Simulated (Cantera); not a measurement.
A closed system holds: 1 mol Si, 12 mol NH3, 52 mol N2, at 10.0 mbar.

Method: chemical equilibrium by Gibbs-energy minimisation in Cantera with the NASA 1993 tables (ideal gas, pure condensed phases). Candidate condensed phases: Si, Si3N4; 18 gas species. The tables' values for SiN are old estimates; treat these amounts as uncertain. Gases not in the tables: Si2H6 and higher silanes. Rates play no part.

x: gas mole fraction; n: condensed amount in mol.

```tsv
T (°C)	x N2	x H2	x H	x Si	x SiH	n Si3N4(s)	n Si(l)
875	0.761	0.239	3.50e-7	<1e-12	<1e-12	0.333	0
975	0.761	0.239	(withheld)	<1e-12	<1e-12	0.333	0
1075	0.761	0.239	1.13e-5	6.88e-11	2.17e-11	0.333	0
1175	0.761	0.239	4.51e-5	4.88e-9	9.56e-10	0.333	0
1275	0.761	0.239	0.000150	1.98e-7	2.56e-8	0.333	0
1375	0.761	0.239	0.000435	5.09e-6	4.57e-7	0.333	0
1475	0.761	0.238	(withheld)	(withheld)	(withheld)	0.331	0
1575	0.762	0.235	0.00257	0.000627	3.03e-5	0	0.942
1675	0.759	0.233	0.00545	0.00232	8.62e-5	0	0.793
```

Task: Complete the blanks.

Result: 
- 1475, x H: 0.00112
- 1475, x Si: 8.96e-5
- 1475, x SiH: 5.82e-6
- 975, x H: 2.28e-6
